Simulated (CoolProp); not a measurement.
Vapour-liquid equilibrium of hydrogen sulfide (1) + propane (2) at 302 K; x and y are mole fractions of (1).

Values from CoolProp's multi-fluid Helmholtz-energy mixture model, Lemmon 2006 and Lemmon 2009; pair parameters Kunz 2012.

| x | bubble pressure (kPa) | y at the bubble point | dew pressure at overall composition x (kPa) | liquid density (mol/L) |
|---|---|---|---|---|
| 0.05 | 1211 | 0.147 | 1099 | 11.20 |
| 0.15 | 1486 | 0.338 | 1214 | 11.63 |
| 0.25 | 1707 | 0.459 | 1348 | 12.19 |
| 0.35 | 1884 | 0.546 | 1507 | 12.89 |
| 0.45 | 2024 | 0.616 | 1690 | 13.75 |
| 0.55 | 2132 | 0.675 | 1891 | 14.82 |
| 0.65 | 2212 | 0.731 | 2088 | 16.10 |
| 0.75 | 2265 | 0.787 | 2234 | 17.63 |
| 0.85 | 2286 | 0.851 | 2286 | 19.40 |
| 0.95 | 2259 | 0.938 | 2252 | 21.40 |

y crosses x between x = 0.85 and 0.95: the model has an azeotrope there.

Pair parameters are fitted to limited data, so mixtures are less certain than the pure fluids.
